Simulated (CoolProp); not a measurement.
Computed with CoolProp (reference Helmholtz-energy equation of state, Lemmon 2006). It is a short technical equation, of lower accuracy than the large ones.

Q: For CH3F (R41), give the phase and the cp (kJ/(kg K)), cv (kJ/(kg K)), speed of sound (m/s), Joule-Thomson coefficient (K/MPa) at -12.85 °C and 0.123 MPa.

A: 
- -12.85 °C and 0.123 MPa: gas; cp 1.09, cv 0.825, speed of sound 285, Joule-Thomson coefficient 27.3
